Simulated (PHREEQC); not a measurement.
Dissolve 0.17 mol ZnSO4, 7.2e-05 mol NaOH and 5.7e-05 mol H2SO4 per kg of water at 25 °C. Closed to the air; pH follows from the charge balance.

Computed with PHREEQC (ion-association model, phreeqc.dat).

This is a speciation only: nothing precipitates in the calculation.

### Question
What pH does the model give?

### Answer
pH 4.85.

### Question
In which forms is Na present?

### Answer
Na+ 93 %, NaSO4- 6.5 % of the Na.

Complexes and solids missing from the database can't appear.
